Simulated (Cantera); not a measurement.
A perfectly stirred reactor is fed with 2.02 % CO, 0.395 % O₂, 5.78 % H₂O, 91.8 % N₂, equivalence ratio 2.6, at 10.0 bar; it is held at 1350 K, and followed from long to short residence time.

Detailed kinetics in Cantera: GRI-Mech 3.0 (53 species, 325 reactions).

Q: Predict: x(CO) at τ = 8.30 s; x(O₂) at τ = 8.30 s; x(H₂O) at τ = 8.30 s; x(NO) at τ = 8.30 s; x(CO) at τ = 0.150 s; x(O₂) at τ = 0.150 s; x(H₂O) at τ = 0.150 s; x(NO) at τ = 0.150 s; x(H₂O₂) at τ = 0.150 s.

A: 
```
Item                      Value
----------------------  -------
x(CO) at τ = 8.30 s     0.00477
x(O₂) at τ = 8.30 s     2.46e-6
x(H₂O) at τ = 8.30 s     0.0505
x(NO) at τ = 8.30 s     1.31e-9
x(CO) at τ = 0.150 s    0.00547
x(O₂) at τ = 0.150 s    2.18e-5
x(H₂O) at τ = 0.150 s    0.0511
x(NO) at τ = 0.150 s    1.75e-8
x(H₂O₂) at τ = 0.150 s  1.55e-9
```
